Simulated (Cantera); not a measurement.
Standard-state values (1 bar) from the NASA 1993 polynomials, evaluated with Cantera. Values are per mole of reaction as written; species without (g) are pure solids or liquids, kept so even where they would boil at 1 bar. VN: taken at fixed stoichiometry.

2 VN + 3 O2(g) ⇌ 2 VO2(g) + 2 NO(g), with ΔH° = 151.5 kJ and ΔS° = 261.9 J/K at 300 K.

**Question.** How far is the shortcut ΔG° ≈ ΔH°(300 K) − T·ΔS°(300 K) from the full temperature-dependent value at 1623, 1673, 1723, 1773, 1823, 1873, 1923, 1973, 2023 K?

**Answer.** 
```
T (K)  shortcut (kJ)  full (kJ)  difference (kJ)  difference in log10 K
-----  -------------  ---------  ---------------  ---------------------
1623          -273.6     -237.5            -36.1                   1.16
1673          -286.7     -248.1            -38.6                   1.20
1723          -299.8     -258.7            -41.1                   1.25
1773          -312.9     -269.2            -43.7                   1.29
1823          -326.0     -279.6            -46.3                   1.33
1873          -339.1     -290.0            -49.1                   1.37
1923          -352.2     -300.3            -51.9                   1.41
1973          -365.2     -310.5            -54.7                   1.45
2023          -378.3     -320.7            -57.6                   1.49
```
The shortcut ignores the heat-capacity change of the reaction.
